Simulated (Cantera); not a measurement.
Mixture: 5.42 % CH₃OH, 19.8 % O₂, 74.8 % N₂, equivalence ratio 0.41, at 750 Torr, adiabatic and at constant pressure. Ignition delay is the time to a rise of 400 K.

Model: GRI-Mech 3.0 (53 species, 325 reactions), integrated in Cantera. GRI-Mech 3.0 was tuned for natural gas; its chemistry of methanol as a main component is partial and can be far from experiment.

### Question
Predict: delay at 1223 K; delay at 1273 K; delay at 1323 K; delay at 1373 K; delay at 1423 K; delay at 1473 K; delay at 1523 K; apparent activation energy between 1423 and 1523 K.

### Answer
```json
{
  "delay at 1223 K": "8.10 ms",
  "delay at 1273 K": "3.88 ms",
  "delay at 1323 K": "2.00 ms",
  "delay at 1373 K": "1.11 ms",
  "delay at 1423 K": "0.650 ms",
  "delay at 1473 K": "0.403 ms",
  "delay at 1523 K": "0.262 ms",
  "apparent activation energy between 1423 and 1523 K": "160 kJ/mol"
}
```
